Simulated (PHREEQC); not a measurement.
Dissolve 0.058 mol MnSO4, 0.068 mol CaCl2, 0.00035 mol HCl and 0.016 mol Na2SO4 per kg of water at 25 °C. Closed to the air; pH follows from the charge balance.

Computed with PHREEQC (ion-association model with the Debye-Hückel limiting law, phreeqc.dat).

No solid was allowed to form.

### Question
What pH, activity of water does the model give?

### Answer
pH 3.91; activity of water 0.994.

### Question
In which forms is Ca present?

### Answer
Ca+2 98 %, CaSO4 2.0 % of the Ca.
